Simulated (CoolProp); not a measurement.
Carbon dioxide at 339.61 K and 0.417 MPa flows at 13 m/s in a round tube of 1 mm bore and 1.5 µm roughness, fully developed (64/Re and Nu = 3.66 if laminar; Colebrook and Gnielinski if turbulent). Each further row changes one setting.

Values from CoolProp's reference Helmholtz-energy equation of state, Span 1996.

```json
[
 {"case": "as stated", "Reynolds number": "…", "Darcy friction factor": "0.0389", "pressure drop (Pa/m)": "…", "heat-transfer coefficient (W/(m² K))": "354", "mass flow (kg/h)": "0.242"},
 {"case": "velocity 26 m/s", "Reynolds number": "10100", "Darcy friction factor": "…", "pressure drop (Pa/m)": "73500", "heat-transfer coefficient (W/(m² K))": "…", "mass flow (kg/h)": "…"},
 {"case": "diameter 2 mm", "Reynolds number": "10100", "Darcy friction factor": "…", "pressure drop (Pa/m)": "…", "heat-transfer coefficient (W/(m² K))": "…", "mass flow (kg/h)": "0.969"}
]
```

Question: Fill in the missing entries.

Answer: 
- as stated, Reynolds number: 5060
- as stated, pressure drop (Pa/m): 21700
- velocity 26 m/s, Darcy friction factor: 0.0330
- velocity 26 m/s, heat-transfer coefficient (W/(m² K)): 665
- velocity 26 m/s, mass flow (kg/h): 0.484
- diameter 2 mm, Darcy friction factor: 0.0319
- diameter 2 mm, pressure drop (Pa/m): 8890
- diameter 2 mm, heat-transfer coefficient (W/(m² K)): 321

Viscosity comes from a separate model (Laesecke 2017). Thermal conductivity comes from a separate model (Huber 2016).
